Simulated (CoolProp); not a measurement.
A single-stage vapour-compression cycle with R245fa: evaporating at 327.15 K (dew point), condensing at 383.15 K (bubble point), superheat 0 K, subcooling 0 K, compressor efficiency 0.8, no pressure losses. Each further row changes one setting.

Computed with CoolProp (reference Helmholtz-energy equation of state, Akasaka 2015).

| case | cooling COP | pressure ratio | discharge temperature (K) | refrigerating effect (kJ/kg) | volumetric capacity (kJ/m³) |
|---|---|---|---|---|---|
| as stated | 2.95 | 4.05 | 383.1 | 89.1 | 1910 |
| evaporating temperature 332.15 K | 3.43 | 3.50 | 383.1 | 92.7 | 2290 |
| condensing temperature 378.15 K | 3.47 | 3.64 | 378.1 | 97.2 | 2080 |
| subcooling 5 K | 3.23 | 4.05 | 383.1 | 97.3 | 2090 |
| superheat 10 K | 3.09 | 4.05 | 387.9 | 99.2 | 2030 |
| compressor efficiency 0.7 | 2.58 | 4.05 | 383.1 | 89.1 | 1910 |

The compression ends wet for: as stated; evaporating temperature 332.15 K; condensing temperature 378.15 K; subcooling 5 K; compressor efficiency 0.7.
